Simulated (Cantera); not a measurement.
Input: 1 mol CO, 0.052 mol H2O, at 13.0 Pa.

These are equilibrium values from Cantera (NASA tables, ideal gas, pure condensed phases), not measurements of a reactor. Candidate condensed phases: C, C6H6, C7H8, C8H18, H2O; 110 gas species. Equilibrium is a limit: real reactors are often held back by kinetics, nucleation or transport. All values below are at 950 K.

Base state: CO 0.903, CO2 0.0480, H2 0.0480, H2O 0.00143 (mole fractions); condensed: gas only.

What changes in the equilibrium state with this change: H2O from 0.052 to 0.13 mol?


```
species   before    after
-------  -------  -------
CO         0.903    0.778
H2        0.0480    0.107
CO2       0.0480    0.107
H2O      0.00143  0.00819
```
